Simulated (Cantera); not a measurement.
Adiabatic ignition

An adiabatic, constant-volume homogeneous reactor starts with 16.0 % CH4, 1.60 % H2, 17.3 % O2, 64.9 % N2, 0.176 % H2O, equivalence ratio 1.9, at 1525 K and 4.30 bar.

Cantera simulation using GRI-Mech 3.0 (53 species, 325 reactions); the numbers are that mechanism's predictions, not measurements.

```json
[
 {"t (s)": "3.00e-6", "T (K)": "1525", "P (bar)": "4.30", "x CH4": "0.160", "x H2": "0.0160", "x O2": "0.173", "x HO2": "2.11e-6", "x C2H2": "<1e-12", "x CH3": "5.21e-6", "x NO": "<1e-12"},
 {"t (s)": "8.50e-6", "T (K)": "1525", "P (bar)": "4.30", "x CH4": "0.160", "x H2": "0.0160", "x O2": "0.173", "x HO2": "5.02e-6", "x C2H2": "<1e-12", "x CH3": "2.02e-5", "x NO": "<1e-12"},
 {"t (s)": "2.41e-5", "T (K)": "1525", "P (bar)": "4.30", "x CH4": "0.160", "x H2": "0.0160", "x O2": "0.173", "x HO2": "8.40e-6", "x C2H2": "1.71e-10", "x CH3": "9.97e-5", "x NO": "<1e-12"},
 {"t (s)": "6.82e-5", "T (K)": "1530", "P (bar)": "4.31", "x CH4": "0.159", "x H2": "0.0160", "x O2": "0.172", "x HO2": "1.60e-5", "x C2H2": "5.20e-8", "x CH3": "0.000289", "x NO": "1.74e-12"},
 {"t (s)": "0.000193", "T (K)": "1598", "P (bar)": "4.51", "x CH4": "0.145", "x H2": "0.0187", "x O2": "0.163", "x HO2": "9.68e-5", "x C2H2": "1.43e-5", "x CH3": "0.000793", "x NO": "5.35e-11"},
 {"t (s)": "0.000548", "T (K)": "2887", "P (bar)": "9.43", "x CH4": "1.86e-10", "x H2": "0.143", "x O2": "9.37e-5", "x HO2": "2.18e-7", "x C2H2": "<1e-12", "x CH3": "2.88e-10", "x NO": "0.000724"},
 {"t (s)": "0.00155", "T (K)": "2887", "P (bar)": "9.43", "x CH4": "1.86e-10", "x H2": "0.143", "x O2": "9.36e-5", "x HO2": "2.17e-7", "x C2H2": "<1e-12", "x CH3": "2.88e-10", "x NO": "0.000739"},
 {"t (s)": "0.00440", "T (K)": "2887", "P (bar)": "9.43", "x CH4": "1.86e-10", "x H2": "0.143", "x O2": "9.36e-5", "x HO2": "2.17e-7", "x C2H2": "<1e-12", "x CH3": "2.88e-10", "x NO": "0.000739"},
 {"t (s)": "0.0125", "T (K)": "2887", "P (bar)": "9.43", "x CH4": "1.86e-10", "x H2": "0.143", "x O2": "9.36e-5", "x HO2": "2.17e-7", "x C2H2": "<1e-12", "x CH3": "2.88e-10", "x NO": "0.000739"},
 {"t (s)": "0.0353", "T (K)": "2887", "P (bar)": "9.43", "x CH4": "1.86e-10", "x H2": "0.143", "x O2": "9.36e-5", "x HO2": "2.17e-7", "x C2H2": "<1e-12", "x CH3": "2.88e-10", "x NO": "0.000739"},
 {"t (s)": "0.100", "T (K)": "2887", "P (bar)": "9.43", "x CH4": "1.86e-10", "x H2": "0.143", "x O2": "9.36e-5", "x HO2": "2.17e-7", "x C2H2": "<1e-12", "x CH3": "2.88e-10", "x NO": "0.000739"}
]
```
x: mole fraction; the columns are a selection and need not sum to one.

| Quantity | Result |
|---|---|
| time of steepest temperature rise | 0.241 ms |
| temperature at 0.100 s | 2887 K |
| equilibrium temperature | 2887 K |
| x(CH4) at 0.100 s | 1.86e-10 (gas-phase equilibrium 2.09e-10) |
| x(H2) at 0.100 s | 0.143 (gas-phase equilibrium 0.143) |
| x(O2) at 0.100 s | 9.36e-5 (gas-phase equilibrium 9.36e-5) |
